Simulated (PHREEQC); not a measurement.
Consider water at 25 °C with 0.01 mol/kgw H3BO3 and 0.0028 mol/kgw NH3. Closed to the air; pH follows from the charge balance.

Model: ion-association model, phreeqc.dat, run in PHREEQC.

| Property | Result |
|---|---|
| pH | 8.67 |
| ionic strength | 0.00223 mol/kgw |
| total alkalinity | 2.80 meq/kg |

```json
[
 {"species": "H3BO3", "molality": "0.00777", "activity": "0.00778", "log γ": "0.000"},
 {"species": "NH4+", "molality": "0.00223", "activity": "0.00212", "log γ": "-0.023"},
 {"species": "H2BO3-", "molality": "0.00223", "activity": "0.00211", "log γ": "-0.023"},
 {"species": "NH3", "molality": "0.000569", "activity": "0.000569", "log γ": "0.000"},
 {"species": "OH-", "molality": "5.04e-6", "activity": "4.78e-6", "log γ": "-0.023"},
 {"species": "H+", "molality": "2.22e-9", "activity": "2.12e-9", "log γ": "-0.021"}
]
```

No solid was allowed to form. Complexes and solids missing from the database can't appear.
